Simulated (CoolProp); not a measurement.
Saturated liquid density (kg/m³) of ethanol: the reference equation beside estimates from Tc = 241.6 °C, pc = 62.68 bar, ω = 0.644. Rackett uses Z = 0.29056 − 0.08775 ω.

The numbers come from the reference Helmholtz-energy equation of state, Schroeder 2014 in CoolProp.

| T (°C) | reference | Rackett | van der Waals | Redlich-Kwong | Soave-Redlich-Kwong | Peng-Robinson |
|---|---|---|---|---|---|---|
| 81.85 | 733.0 | 815.2 | 388.5 | 564.4 | 619.2 | 698.9 |
| 96.05 | 718.3 | 793.3 | 379.2 | 547.8 | 604.1 | 682.5 |
| 110.15 | 702.6 | 770.6 | (withheld) | 530.4 | 587.7 | (withheld) |
| 124.25 | 685.4 | 746.8 | (withheld) | 511.7 | 569.5 | 644.6 |
| 138.45 | 666.4 | 721.5 | 347.9 | 491.6 | 549.3 | 622.3 |
| 152.55 | 645.5 | 694.7 | 335.9 | (withheld) | 527.0 | (withheld) |
| 166.65 | 622.1 | 666.0 | 323.0 | 446.7 | (withheld) | 569.0 |
| 180.85 | 596.0 | 634.3 | 308.5 | 420.8 | 473.0 | 536.2 |
| 194.95 | (withheld) | 598.9 | 292.4 | 391.9 | 439.7 | 498.0 |

### Question
What belongs in the gaps?

### Answer

- 110.15, van der Waals: 369.4
- 110.15, Peng-Robinson: 664.5
- 124.25, van der Waals: 359.1
- 152.55, Redlich-Kwong: 470.1
- 152.55, Peng-Robinson: 597.3
- 166.65, Soave-Redlich-Kwong: 501.9
- 194.95, reference: 566.6

Absolute difference from the reference over all 9 rows, mean and median: Rackett 8.4 and 8.3 %, van der Waals 47.7 and 47.8 %, Redlich-Kwong 26.5 and 26.2 %, Soave-Redlich-Kwong 18.1 and 17.6 %, Peng-Robinson 7.3 and 6.6 %.
